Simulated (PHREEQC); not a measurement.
Make-up at 25 °C: 0.062 mol HCl, 3.1e-05 mol NiCl2 and 0.16 mol KCl per kg of water. Closed to the air; pH follows from the charge balance.

Model: ion-association model, wateq4f.dat, run in PHREEQC.

Precipitation was switched off in this run.

Order these Ni species by the share of Ni that they hold, largest first: NiCl2, Ni+2, NiCl+.

Ni+2 (82 %), NiCl+ (13 %), NiCl2 (5.2 %)

The pH is 1.31 and the ionic strength 0.222 mol/kgw. Complexes and solids missing from the database can't appear.
